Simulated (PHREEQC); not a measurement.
Solution (20 °C): 1.4 mmol/kgw H3BO3, 0.4 mmol/kgw K2HPO4 and 130 mmol/kgw NaCl. Closed to the air; pH follows from the charge balance.

All values are PHREEQC results (ion-association model, phreeqc.dat), not measurements.

```tsv
quantity	before	after
pH	7.70	7.92
ionic strength (mol/kgw)	0.131	0.00114
H3BO3 (mol/kgw)	0.00135	0.00134
HPO4-2 (mol/kgw)	0.000323	0.000339
H2PO4- (mol/kgw)	4.81e-5	6.08e-5
H3PO4 (mol/kgw)	9.99e-11	9.84e-11
```

Question: What was changed between the two runs?
A. temperature from 20 to 15 °C
B. 0.16 mol/kgw HF added
C. NaCl left out
D. K2HPO4 from 0.0004 to 0.0006 mol/kgw
E. K2HPO4 from 0.0004 to 0.002 mol/kgw

Answer: C, NaCl left out

This is a speciation only: nothing precipitates in the calculation.
